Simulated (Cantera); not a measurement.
Charge: 1 mol Ta(OEt)5, a varied amount of CO2, held at 1.33 mbar.

Method: chemical equilibrium by Gibbs-energy minimisation in Cantera with the NASA 1993 tables (ideal gas, pure condensed phases). Candidate condensed phases: C, C6H6, C7H8, C8H18, H2O, Ta, TaC, Ta2O5; 113 gas species. The feed counts by its element totals alone. Mutual solubility and eutectic melting of coexisting phases are not modelled. TaC: taken at fixed stoichiometry. Condensed phases not in the tables: Ta2C, N, O or C dissolved in the metal. The numbers say what is thermodynamically allowed, not how fast it happens.

**Question.** What condenses at these points (T in K, n(CO2) in mol): (2000, 0.89); (2050, 4.1); (1800, 5.6); (1950, 5.6); (2250, 2.6); (2150, 3.5); (2200, 5.6); (2100, 1.4)?

**Answer.** 
| T (K) | n(CO2) in mol | condensed phases | Ta condensed (%) |
|---|---|---|---|
| 2000 | 0.89 | C + TaC | 100.0 |
| 2050 | 4.1 | Ta + TaC | 99.8 |
| 1800 | 5.6 | TaC + Ta2O5 | 100.0 |
| 1950 | 5.6 | Ta + Ta2O5 | 98.9 |
| 2250 | 2.6 | C + TaC | 100.0 |
| 2150 | 3.5 | C + TaC | 100.0 |
| 2200 | 5.6 | Ta | 68.5 |
| 2100 | 1.4 | C + TaC | 100.0 |
